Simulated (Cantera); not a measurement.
# Diamond growth

A diamond (100) surface in a fixed gas of H2 with x(CH4) = 0.019, x(H) = 0.0011, x(CH3) = 0.00022, 0.0280 bar; coverages are run to steady state.

Cantera simulation using the Harris–Goodwin 1993 mechanism for the reconstructed diamond (100) surface; the numbers are that mechanism's predictions, not measurements.

```tsv
T (K)	growth (µm/h)	θ c6HH	θ c6H*	θ c6*H	θ c6**	θ c6HM
900	1.54	0.577	0.00867	0.243	0.00339	0.135
975	2.13	0.550	0.0141	0.311	0.00648	0.0886
1050	1.84	0.527	0.0214	0.383	0.0111	0.0396
1125	0.960	0.497	0.0294	0.440	0.0168	0.0100
1200	0.583	0.459	0.0372	0.476	0.0225	0.00201
1275	0.532	0.429	0.0445	0.496	0.0278	0.000407
1350	0.419	0.408	0.0514	0.507	0.0322	8.45e-5
```
θ: site fractions in the mechanism's names (c6HH fully hydrogenated, c6H* and c6*H radical sites, c6** diradical, c6HM methylated).
